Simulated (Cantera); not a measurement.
# Stirred combustor or abatement burner

A perfectly stirred reactor is fed with 8.30 % CH4, 3.24 % H2, 18.6 % O2, 69.9 % N2, equivalence ratio 0.98, at 1.10 bar; it is adiabatic with a 600 K inlet, and is followed from long to short residence time, starting on the burning branch (τ in s: 0.07, 0.033, 0.015, 0.0072, 0.0034, 0.0016, 0.00074, 0.00035, 0.00016, 7.6e-05, 3.6e-05).

Computed with Cantera and GRI-Mech 3.0 (53 species, 325 reactions).

```
τ (s)    T (K)     x CH4     x H2    x O2    x CH2    x C2H2
-------  -----  --------  -------  ------  -------  --------
0.070     2369   2.08e-6  0.00616  0.0105  1.13e-7  1.55e-10
0.033     2362   4.11e-6  0.00647  0.0112  2.24e-7  5.37e-10
0.015     2346   8.05e-6  0.00712  0.0123  4.35e-7   1.69e-9
0.0072    2319   1.44e-5  0.00813  0.0137  7.54e-7   4.14e-9
0.0034    2280   2.52e-5  0.00964  0.0155  1.23e-6   8.85e-9
0.0016    2227   4.40e-5   0.0116  0.0178  1.90e-6   1.76e-8
0.00074   2162   7.95e-5   0.0139  0.0205  2.86e-6   3.64e-8
0.00035   2092  0.000147   0.0161  0.0234  4.25e-6   8.16e-8
0.00016   2015  0.000301   0.0183  0.0269  6.64e-6   2.25e-7
7.6e-5    1938  0.000659   0.0203  0.0317  1.11e-5   7.57e-7
3.6e-5    1847   0.00184   0.0232  0.0412  2.25e-5   4.35e-6
```
x: mole fraction; the columns are a selection and need not sum to one.
